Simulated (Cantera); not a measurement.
## Premixed flame

A freely propagating, adiabatic, planar premixed flame of 29.6 % H2, 14.8 % O2, 55.6 % N2, equivalence ratio 1.0, unburnt at 650 K and 13300 Pa; unity-Lewis-number transport, grid criteria slope 0.08 and curve 0.16, no radiation.

Cantera simulation using the H2/O2 subset of GRI-Mech 3.0, which has no nitrogen chemistry; the numbers are that mechanism's predictions, not measurements. Unity Lewis numbers drop preferential diffusion, which matters most where H2 and H carry the flame. Burning velocities carry a grid error of a few per cent, more on coarse grids.

```json
[
 {"z (mm)": "-14.9", "T (K)": "650", "u (m/s)": "4.46", "x H2": "0.296", "x O2": "0.148", "x H": "<1e-8", "x OH": "<1e-8", "x H2O2": "<1e-8", "x HO2": "<1e-8"},
 {"z (mm)": "-9.94", "T (K)": "650", "u (m/s)": "4.46", "x H2": "0.296", "x O2": "0.148", "x H": "<1e-8", "x OH": "<1e-8", "x H2O2": "<1e-8", "x HO2": "<1e-8"},
 {"z (mm)": "-7.45", "T (K)": "650", "u (m/s)": "4.46", "x H2": "0.296", "x O2": "0.148", "x H": "<1e-8", "x OH": "<1e-8", "x H2O2": "<1e-8", "x HO2": "<1e-8"},
 {"z (mm)": "-4.97", "T (K)": "650", "u (m/s)": "4.46", "x H2": "0.296", "x O2": "0.148", "x H": "<1e-8", "x OH": "<1e-8", "x H2O2": "<1e-8", "x HO2": "1.84e-7"},
 {"z (mm)": "-2.48", "T (K)": "655", "u (m/s)": "4.49", "x H2": "0.295", "x O2": "0.148", "x H": "5.85e-5", "x OH": "2.31e-6", "x H2O2": "1.43e-7", "x HO2": "2.65e-5"},
 {"z (mm)": "-1.24", "T (K)": "756", "u (m/s)": "5.15", "x H2": "0.277", "x O2": "0.139", "x H": "0.00526", "x OH": "0.000171", "x H2O2": "3.05e-7", "x HO2": "3.17e-5"},
 {"z (mm)": "0", "T (K)": "1146", "u (m/s)": "7.64", "x H2": "0.126", "x O2": "0.0763", "x H": "0.0732", "x OH": "0.00363", "x H2O2": "6.92e-7", "x HO2": "1.26e-5"},
 {"z (mm)": "1.24", "T (K)": "1398", "u (m/s)": "9.16", "x H2": "0.0502", "x O2": "0.0388", "x H": "0.0969", "x OH": "0.00882", "x H2O2": "7.82e-7", "x HO2": "5.27e-6"},
 {"z (mm)": "2.48", "T (K)": "1520", "u (m/s)": "9.86", "x H2": "0.0493", "x O2": "0.0346", "x H": "0.0850", "x OH": "0.0114", "x H2O2": "5.91e-7", "x HO2": "4.02e-6"},
 {"z (mm)": "4.97", "T (K)": "1666", "u (m/s)": "10.7", "x H2": "0.0510", "x O2": "0.0314", "x H": "0.0695", "x OH": "0.0143", "x H2O2": "3.45e-7", "x HO2": "3.05e-6"},
 {"z (mm)": "9.94", "T (K)": "1827", "u (m/s)": "11.6", "x H2": "0.0513", "x O2": "0.0278", "x H": "0.0537", "x OH": "0.0172", "x H2O2": "1.77e-7", "x HO2": "2.25e-6"},
 {"z (mm)": "19.9", "T (K)": "1995", "u (m/s)": "12.5", "x H2": "0.0494", "x O2": "0.0241", "x H": "0.0390", "x OH": "0.0193", "x H2O2": "9.45e-8", "x HO2": "1.65e-6"},
 {"z (mm)": "39.7", "T (K)": "2158", "u (m/s)": "13.3", "x H2": "0.0453", "x O2": "0.0202", "x H": "0.0266", "x OH": "0.0200", "x H2O2": "5.93e-8", "x HO2": "1.30e-6"}
]
```
x: mole fraction of selected species; z is measured from the peak of heat release.

```yaml
laminar_burning_velocity: 446 cm/s
thermal_thickness: 4.97 mm
peak x(H): 0.0988
peak x(OH): 0.0200
peak x(H2O2): 8.41e-7
peak x(HO2): 3.85e-5
```
